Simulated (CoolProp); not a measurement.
Vapour-liquid equilibrium of trans-2-butene (1) + acetone (2) at 305.8 K; x and y are mole fractions of (1).

Values from CoolProp's multi-fluid Helmholtz-energy mixture model, Lemmon 2005 and Lemmon 2006; pair parameters Bell 2016.

### Question
Give the bubble pressure and the first vapour's composition at x = 0.25, 0.65, 0.85. Is there an azeotrope?

### Answer
x = 0.25: 0.1798 MPa, y = 0.801; x = 0.65: 0.2537 MPa, y = 0.894; x = 0.85: 0.2768 MPa, y = 0.935. No azeotrope shows between x = 0.05 and 0.95.

Pair parameters are fitted to limited data, so mixtures are less certain than the pure fluids. With so large a gap from Raoult's law the liquid may split in two, which this calculation doesn't test in full.
